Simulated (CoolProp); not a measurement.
Vapour-liquid equilibrium of hydrogen sulfide (1) + n-pentane (2) at 7.85 °C; x and y are mole fractions of (1).

Computed with CoolProp (multi-fluid Helmholtz-energy mixture model, Lemmon 2006 and Thol 2019; pair parameters Kunz 2012).

Give the bubble pressure and the first vapour's composition at x = 0.15, 0.45, 0.75. Is there an azeotrope?

x = 0.15: 0.2968 MPa, y = 0.892; x = 0.45: 0.7608 MPa, y = 0.965; x = 0.75: 1.013 MPa, y = 0.981. No azeotrope shows between x = 0.05 and 0.95.

Pair parameters are fitted to limited data, so mixtures are less certain than the pure fluids.
